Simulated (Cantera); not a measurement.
**B₂O₃ + N₂ + H₂ + HCl (boron, boron nitride and boron oxide)**

Charge: 1 mol B₂O₃, 19 mol N₂, 0.19 mol H₂, 0.057 mol HCl, at 10000 Pa.

Cantera equilibrium calculation (NASA polynomials, part measured and part estimated; ideal gas, pure solids and liquids). Candidate condensed phases: B, BN, B₂O₃, B₃O₃H₃, H₂O, NH₄Cl; 49 gas species. N₂ is the only nitrogen source here; it is nearly inert below about 1500 K, so the nitride shown seldom forms there in practice. Mutual solubility and eutectic melting of coexisting phases are not modelled. The tables' values for BOCl are old estimates; treat these amounts as uncertain. Kinetics and transport are ignored.

From 998 K to 1598 K the condensed part is BN(s) + B₂O₃(l). At 1798 K the condensed part is B₂O₃(l). From 1998 K to 2398 K nothing is condensed. The main B-bearing gas is HBO₂ at 998 K and B₂O₃ at 2398 K.

| T (K) | x N₂ | x B₂O₃ | x BO | x H₂ | n BN(s) | n B₂O₃(l) |
|---|---|---|---|---|---|---|
| 998 | 0.987 | 3.04e-11 | <1e-12 | 0.00983 | 0.000569 | 1.000 |
| 1198 | 0.987 | 8.62e-8 | 5.45e-11 | 0.00982 | 0.000622 | 1.000 |
| 1398 | 0.987 | 2.29e-5 | 5.96e-8 | 0.00974 | 0.00147 | 0.997 |
| 1598 | 0.985 | 0.00141 | 1.09e-5 | 0.00924 | 0.00359 | 0.957 |
| 1798 | 0.949 | 0.0333 | 0.000371 | 0.00644 | 0 | 0.232 |
| 1998 | 0.937 | 0.0423 | 0.00174 | 0.00518 | 0 | 0 |
| 2198 | 0.935 | 0.0402 | 0.00495 | 0.00411 | 0 | 0 |
| 2398 | 0.931 | 0.0366 | 0.0103 | 0.00281 | 0 | 0 |
x: gas mole fraction; n: condensed amount in mol.
